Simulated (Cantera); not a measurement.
## Pb + CO₂ + CO (metals in furnace atmospheres)

Charge: 1 mol Pb, 13 mol CO₂, a varied amount of CO, equilibrated at 1375 °C and 42.0 mbar.

Equilibrium computed with Cantera from the NASA thermochemical tables; the gas is ideal and each condensed phase is pure. Candidate condensed phases: C, Pb, PbO, PbO₂, Pb₃O₄; 15 gas species. Gases not in the tables: (PbO)n polymers. The numbers say what is thermodynamically allowed, not how fast it happens.

```tsv
n(CO) (mol)	x CO₂	x CO	x Pb	x PbO	x O₂
0.73	0.879	0.0528	0.0647	0.00322	8.97e-6
1.1	0.859	0.0750	0.0640	0.00219	4.23e-6
1.8	0.821	0.115	0.0620	0.00132	1.64e-6
2.8	0.773	0.167	0.0587	0.000810	6.89e-7
4.4	0.706	0.240	0.0539	0.000474	2.81e-7
6.9	0.622	0.330	0.0476	0.000268	1.15e-7
11	0.520	0.440	0.0399	0.000141	4.51e-8
17	0.419	0.548	0.0322	7.35e-5	1.89e-8
27	0.317	0.659	0.0244	3.50e-5	7.50e-9
42	0.232	0.750	0.0178	1.65e-5	3.10e-9
66	0.162	0.825	0.0125	7.35e-6	1.25e-9
```
x: gas mole fraction; nothing condenses.

From 0.73 mol CO to 66 mol CO nothing is condensed.
